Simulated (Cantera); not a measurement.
Input: 1 mol S, 0.0039 mol SO₂, 4.1 mol N₂, at 2298.15 K and 390000 Pa.

These are equilibrium values from Cantera (NASA tables, ideal gas, pure condensed phases), not measurements of a reactor. Candidate condensed phases: S; 17 gas species. The numbers say what is thermodynamically allowed, not how fast it happens.

Base state: N₂ 0.889, S₂ 0.107, S 0.00288, SO 0.00125, SO₂ 0.000150, S₂O 0.000142, SN 4.41e-5 (mole fractions); condensed: gas only.

Q: What changes in the equilibrium state with this change: temperature from 2298.15 K to 3398 K?

A: 
```tsv
species	before	after
N₂	0.889	0.851
S	0.00288	0.0873
S₂	0.107	0.0593
N	1.83e-8	6.28e-5
O	2.36e-7	7.79e-5
SO₂	0.000150	4.52e-6
SN	4.41e-5	0.000947
NO	3.44e-6	6.74e-5
```

Q: What changes in the equilibrium state with this change: temperature from 2298.15 K to 3148.15 K?

A: 
| species | before | after |
|---|---|---|
| N₂ | 0.889 | 0.866 |
| S₂ | 0.107 | 0.0779 |
| S | 0.00288 | 0.0540 |
| N | 1.83e-8 | 1.63e-5 |
| O | 2.36e-7 | 2.95e-5 |
| SO₂ | 0.000150 | 8.72e-6 |
